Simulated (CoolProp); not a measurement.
R11 along the isotherm 500 K: fugacity coefficient from the reference equation and from simpler models built on Tc = 471.1 K, pc = 4.408 MPa, ω = 0.189; each cubic takes its own stable root.

Computed with CoolProp (reference Helmholtz-energy equation of state, Jacobsen 1992).

| p (MPa) | phase | reference | van der Waals | Redlich-Kwong | Peng-Robinson |
|---|---|---|---|---|---|
| 0.0697 | gas | 0.9957 | 0.9959 | 0.9955 | 0.9950 |
| 0.118 | gas | 0.9927 | 0.9931 | 0.9923 | 0.9915 |
| 0.198 | gas | 0.9877 | 0.9885 | 0.9872 | 0.9858 |
| 0.335 | gas | 0.9792 | 0.9805 | 0.9783 | 0.9761 |
| 0.565 | gas | 0.9649 | 0.9672 | 0.9635 | 0.9599 |
| 0.954 | gas | 0.9410 | 0.9447 | 0.9388 | 0.9329 |
| 1.61 | gas | ___ | ___ | 0.8975 | 0.8883 |
| 2.72 | gas | 0.8337 | 0.8431 | ___ | 0.8154 |
| 4.59 | supercritical | 0.7207 | 0.7330 | 0.7158 | ___ |
| 7.74 | supercritical | 0.5373 | 0.5486 | 0.5362 | 0.5231 |
| 13.1 | supercritical | ___ | 0.4192 | 0.3952 | ___ |
| 22 | supercritical | 0.3095 | 0.3628 | ___ | 0.2996 |

**Question.** What belongs in the gaps?

**Answer.** 
- 1.61, reference: 0.9009
- 1.61, van der Waals: 0.9070
- 2.72, Redlich-Kwong: 0.8291
- 4.59, Peng-Robinson: 0.6985
- 13.1, reference: 0.3889
- 13.1, Peng-Robinson: 0.3803
- 22, Redlich-Kwong: 0.3195
